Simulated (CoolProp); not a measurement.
Vapour-liquid equilibrium of propylene (1) + R115 (2) at 181.1 K; x and y are mole fractions of (1).

Values from CoolProp's multi-fluid Helmholtz-energy mixture model, Lemmon 2013 and Lemmon 2016; pair parameters Bell 2016.

```json
[
 {"x": "0.05", "bubble pressure, mixture model (MPa)": "0.005092", "bubble pressure, Raoult's law (MPa)": "0.004323", "y, mixture model": "0.223", "y, Raoult's law": "0.087"},
 {"x": "0.125", "bubble pressure, mixture model (MPa)": "0.006257", "bubble pressure, Raoult's law (MPa)": "0.004577", "y, mixture model": "0.411", "y, Raoult's law": "0.206"},
 {"x": "0.2", "bubble pressure, mixture model (MPa)": "0.007136", "bubble pressure, Raoult's law (MPa)": "0.004830", "y, mixture model": "0.518", "y, Raoult's law": "0.312"},
 {"x": "0.275", "bubble pressure, mixture model (MPa)": "0.007759", "bubble pressure, Raoult's law (MPa)": "0.005083", "y, mixture model": "0.583", "y, Raoult's law": "0.407"},
 {"x": "0.35", "bubble pressure, mixture model (MPa)": "0.008176", "bubble pressure, Raoult's law (MPa)": "0.005336", "y, mixture model": "0.625", "y, Raoult's law": "0.494"},
 {"x": "0.425", "bubble pressure, mixture model (MPa)": "0.008439", "bubble pressure, Raoult's law (MPa)": "0.005589", "y, mixture model": "0.654", "y, Raoult's law": "0.573"},
 {"x": "0.5", "bubble pressure, mixture model (MPa)": "0.008598", "bubble pressure, Raoult's law (MPa)": "0.005842", "y, mixture model": "0.674", "y, Raoult's law": "0.644"},
 {"x": "0.575", "bubble pressure, mixture model (MPa)": "0.008690", "bubble pressure, Raoult's law (MPa)": "0.006095", "y, mixture model": "0.690", "y, Raoult's law": "0.710"},
 {"x": "0.65", "bubble pressure, mixture model (MPa)": "0.008742", "bubble pressure, Raoult's law (MPa)": "0.006349", "y, mixture model": "0.705", "y, Raoult's law": "0.771"},
 {"x": "0.725", "bubble pressure, mixture model (MPa)": "0.008760", "bubble pressure, Raoult's law (MPa)": "0.006602", "y, mixture model": "0.722", "y, Raoult's law": "0.827"},
 {"x": "0.8", "bubble pressure, mixture model (MPa)": "0.008724", "bubble pressure, Raoult's law (MPa)": "0.006855", "y, mixture model": "0.749", "y, Raoult's law": "0.879"},
 {"x": "0.875", "bubble pressure, mixture model (MPa)": "0.008565", "bubble pressure, Raoult's law (MPa)": "0.007108", "y, mixture model": "0.795", "y, Raoult's law": "0.927"},
 {"x": "0.95", "bubble pressure, mixture model (MPa)": "0.008127", "bubble pressure, Raoult's law (MPa)": "0.007361", "y, mixture model": "0.885", "y, Raoult's law": "0.972"}
]
```

The largest gap from Raoult's law is +53.2 % in bubble pressure, at x = 0.35. y crosses x between x = 0.65 and 0.725: the model has an azeotrope there.

The pair parameters rest on a limited set of measurements; away from them the model extrapolates. With so large a gap from Raoult's law the liquid may split in two, which this calculation doesn't test in full.
